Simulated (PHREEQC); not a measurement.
0.15 g of hydrous ferric oxide (600 m²/g; 0.2 weak and 0.005 strong sites per Fe, Dzombak-Morel constants, diffuse double layer) in 1 kg of water with 0.01 mol/kgw of an inert sodium salt and 4.6e-07 mol ZnSO4, at 25 °C; the pH is set by adding NaOH or the inert anion's acid. Oxygen alone is held at its pressure in air (log pO2 = -0.68). The system is closed to CO2. No solid was allowed to form.

The series has 13 steps of pH, from 4 to 12.

Computed with PHREEQC (ion-association model, wateq4f.dat).

Problem. Near which pH is half of the S sorbed, and on which side is more sorbed?

Solution. Near pH 6.4, with more sorbed at lower pH.

Problem. Near which pH is half of the Zn sorbed, and on which side is more sorbed?

Solution. Near pH 6.2, with more sorbed at higher pH.

Species that the database lacks are ignored.
